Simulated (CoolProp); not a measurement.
Vapour-liquid equilibrium of acetone (1) + n-decane (2) at 424.4 K; x and y are mole fractions of (1).

Model: multi-fluid Helmholtz-energy mixture model, Lemmon 2006 and Lemmon 2006; pair parameters Bell 2016, in CoolProp.

```tsv
x	bubble pressure, mixture model (kPa)	bubble pressure, Raoult's law (kPa)	y, mixture model	y, Raoult's law
0.05	130.6	110.3	0.585	0.531
0.2	361.8	277.7	0.857	0.843
0.35	555.4	445.1	0.912	0.920
0.5	701.6	612.6	0.936	0.956
0.65	823.2	780.0	0.952	0.976
0.8	950.6	947.4	0.969	0.988
0.95	1109	1115	0.991	0.998
```

The largest gap from Raoult's law is +30.3 % in bubble pressure, at x = 0.2. No azeotrope shows between x = 0.05 and 0.95.

The pair parameters rest on a limited set of measurements; away from them the model extrapolates. The gap from Raoult's law changes sign with composition, which may be real or a fault of the pair parameters; it wasn't checked against measurements.
